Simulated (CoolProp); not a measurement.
Properties of n-perfluorohexane along the isobar 7.82 bar.

The numbers come from the reference Helmholtz-energy equation of state, Gao 2022 in CoolProp.

| T (K) | phase | density (kg/m³) | isothermal compressibility (1/MPa) | expansivity (1/kK) |
|---|---|---|---|---|
| 359.2 | liquid | 1485 | ? | 2.457 |
| 364 | liquid | 1468 | 0.007576 | 2.568 |
| 368.9 | liquid | 1449 | 0.008443 | 2.698 |
| 373.7 | liquid | 1430 | 0.009455 | 2.845 |
| 378.6 | liquid | 1409 | 0.01070 | 3.018 |
| 383.5 | liquid | 1388 | 0.01224 | 3.222 |
| 388.3 | liquid | 1366 | 0.01412 | 3.461 |
| 393.2 | liquid | 1342 | 0.01657 | 3.757 |
| 398.1 | liquid | ? | 0.01980 | 4.128 |
| 402.9 | liquid | 1289 | 0.02411 | 4.595 |
| 412.6 | gas | 105.6 | 1.947 | 7.325 |
| 417.5 | gas | 102.0 | 1.868 | 6.659 |
| 422.4 | gas | 98.88 | 1.805 | 6.127 |
| 427.2 | gas | 96.12 | ? | 5.699 |
| 432.1 | gas | 93.56 | 1.711 | 5.332 |

What belongs in the gaps?


- 359.2, isothermal compressibility (1/MPa): 0.006856
- 398.1, density (kg/m³): 1316
- 427.2, isothermal compressibility (1/MPa): 1.755
